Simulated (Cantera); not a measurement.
Feed: 1 mol MgCO₃, 0.035 mol C, 0.092 mol H₂, equilibrated at 773 K and 100 Torr.

Method: chemical equilibrium by Gibbs-energy minimisation in Cantera with the NASA 1993 tables (ideal gas, pure condensed phases). Candidate condensed phases: C, C₆H₆, C₇H₈, C₈H₁₈, H₂O, Mg, MgCO₃, MgO, Mg(OH)₂; 116 gas species. Equilibrium is a limit: real reactors are often held back by kinetics, nucleation or transport.

Base state: CO₂ 0.809, CO 0.110, H₂O 0.0480, H₂ 0.0334, CH₄ 0.000153 (mole fractions); condensed: MgO(s).

### Question
What changes in the equilibrium state with this change: C from 0.035 to 0.014 mol?

### Answer
```json
[
 {"species": "CO₂", "before": "0.809", "after": "0.836"},
 {"species": "CO", "before": "0.110", "after": "0.0808"},
 {"species": "H₂O", "before": "0.0480", "after": "0.0556"},
 {"species": "H₂", "before": "0.0334", "after": "0.0275"},
 {"species": "CH₄", "before": "0.000153", "after": "5.43e-5"},
 {"species": "MgO(s), mol", "before": "1.00", "after": "1.00"}
]
```

### Question
What changes in the equilibrium state with this change: temperature from 773 K to 1200 K?

### Answer
| species | before | after |
|---|---|---|
| CO₂ | 0.809 | 0.784 |
| CO | 0.110 | 0.135 |
| H₂O | 0.0480 | 0.0726 |
| H₂ | 0.0334 | 0.00908 |
| CH₄ | 0.000153 | <1e-9 |
| MgO(s), mol | 1.00 | 1.00 |
